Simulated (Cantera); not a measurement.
# Catalytic stagnation flow on Pt

A jet of CH₄ : O₂ : N₂ = 0.026 : 0.092 : 0.79 (molar parts) at 300 K and 11000 Pa hits a platinum plate 3.2 cm away at a mass flux of 0.055 kg/m²/s; the plate temperature is set and raised in steps from an oxygen-covered start.

Computed with Cantera and Deutschmann's 1995 Pt surface mechanism with GRI-Mech 3.0 gas chemistry. Catalytic surfaces can have several steady states; this one follows from the mechanism file's or the stated starting coverage.

```csv
plate T (K),wall x CH₄,wall x O₂,wall x H₂O,wall x OH,wall x CO,wall x CO₂,θ free Pt,θ O*,θ OH*
950,0.0138,0.0699,0.0276,8.07e-8,7.52e-6,0.0180,0.281,0.718,0.00134
1000,0.0103,0.0624,0.0341,2.20e-7,7.64e-6,0.0223,0.355,0.643,0.00132
1050,0.00780,0.0572,0.0386,5.30e-7,7.79e-6,0.0253,0.429,0.570,0.00123
1100,0.00611,0.0536,0.0417,1.15e-6,8.11e-6,0.0274,0.500,0.499,0.00111
1150,0.00495,0.0513,0.0437,2.31e-6,8.68e-6,0.0287,0.566,0.433,0.000979
1200,0.00413,0.0496,0.0451,4.30e-6,9.54e-6,0.0296,0.628,0.371,0.000852
1250,0.00355,0.0486,0.0460,7.54e-6,1.08e-5,0.0302,0.684,0.315,0.000734
```
x: mole fraction at the wall; θ: surface coverage.
